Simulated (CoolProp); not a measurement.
A Linde-Hampson liquefier for nitrogen: isothermal reversible compression at 300 K from 1 atm to 30 MPa, throttling to 1 atm, return gas leaving the recuperator 0 K below the feed. Each further row changes one setting.

The numbers come from the reference Helmholtz-energy equation of state, Span 2000 in CoolProp.

```csv
case,liquid yield per pass,compression work (kJ/kg of gas)
as stated,0.089,511
high pressure 60 MPa,0.080,591
warm-end temperature 330 K,0.065,566
warm-end gap 5 K,0.078,511
```
